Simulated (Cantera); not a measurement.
A Cantera script and its output.

```python
import numpy as np
import cantera as ct

gas = ct.Solution("gri30.yaml")
gas.TPX = 425, 170000, {'CH3OH': 1, 'O2': 1.58, 'N2': 5.94, 'H2': 0.75}
flame = ct.FreeFlame(gas, width=0.028)
flame.set_refine_criteria(ratio=3, slope=0.08, curve=0.16)
flame.transport_model = "mixture-averaged"
flame.solve(loglevel=0, auto=True)
z, T = flame.grid, flame.T
thick = (T[-1] - T[0]) / np.gradient(T, z).max()
show = ['CH3OH', 'O2', 'H2', 'CO', 'H2O2', 'CO2']
print(f"laminar burning velocity  {flame.velocity[0] * 100:.3f} cm/s")
print(f"burnt temperature         {T[-1]:.1f} K")
print(f"thermal thickness         {thick * 1e3:.4f} mm")
print(f"grid points               {len(z)}")
z0 = z[flame.heat_release_rate.argmax()]
print(f"{'z/mm':>9s}{'T/K':>9s}{'u/(m/s)':>9s}" + "".join(f"{s:>11s}" for s in show))
rows = []
for k in (-3, -2, -1.5, -1, -0.5, -0.25, 0, 0.25, 0.5, 1, 2, 4, 8):
    zz = z0 + k * thick
    rows.append([k * thick, np.interp(zz, z, T), np.interp(zz, z, flame.velocity),
                 *(np.interp(zz, z, flame.X[gas.species_index(s)]) for s in show)])
    print(f"{rows[-1][0] * 1e3:9.3f}{rows[-1][1]:9.1f}{rows[-1][2]:9.3f}" + "".join(f"{x:11.3e}" for x in rows[-1][3:]))
```

Output:

```
laminar burning velocity  117.040 cm/s
burnt temperature         2301.6 K
thermal thickness         0.1376 mm
grid points               135
     z/mm      T/K  u/(m/s)      CH3OH         O2         H2         CO       H2O2        CO2
   -0.413    425.2    1.170  1.079e-01  1.705e-01  8.055e-02  2.006e-06  1.240e-07  4.308e-08
   -0.275    426.7    1.174  1.080e-01  1.706e-01  7.981e-02  2.782e-05  1.727e-06  8.978e-07
   -0.206    433.3    1.191  1.079e-01  1.704e-01  7.876e-02  1.744e-04  1.082e-05  7.876e-06
   -0.138    481.0    1.323  1.066e-01  1.679e-01  7.648e-02  1.611e-03  9.778e-05  1.160e-04
   -0.069    807.9    2.265  8.594e-02  1.437e-01  7.263e-02  1.619e-02  8.395e-04  2.029e-03
   -0.034   1201.9    3.459  4.968e-02  1.094e-01  7.058e-02  3.918e-02  1.444e-03  6.079e-03
    0.000   1624.6    4.817  8.510e-03  6.930e-02  6.458e-02  6.845e-02  2.400e-04  1.389e-02
    0.034   1791.9    5.352  1.669e-04  4.228e-02  4.883e-02  7.233e-02  1.679e-06  2.399e-02
    0.069   1854.1    5.524  9.257e-07  2.608e-02  3.779e-02  6.411e-02  8.133e-07  3.390e-02
    0.138   1932.4    5.718  2.219e-09  1.416e-02  3.229e-02  5.186e-02  6.554e-07  4.771e-02
    0.275   2021.0    5.935  3.146e-12  9.223e-03  3.189e-02  4.310e-02  4.488e-07  5.775e-02
    0.550   2112.5    6.166  3.762e-15  6.167e-03  3.043e-02  3.991e-02  2.934e-07  6.170e-02
    1.101   2190.6    6.363  2.556e-15  3.693e-03  2.812e-02  3.852e-02  1.883e-07  6.362e-02
```

Computed with Cantera and GRI-Mech 3.0 (53 species, 325 reactions). GRI-Mech 3.0 was tuned for natural gas; its chemistry of methanol as a main component is partial and can be far from experiment. Burning velocities carry a grid error of a few per cent, more on coarse grids.
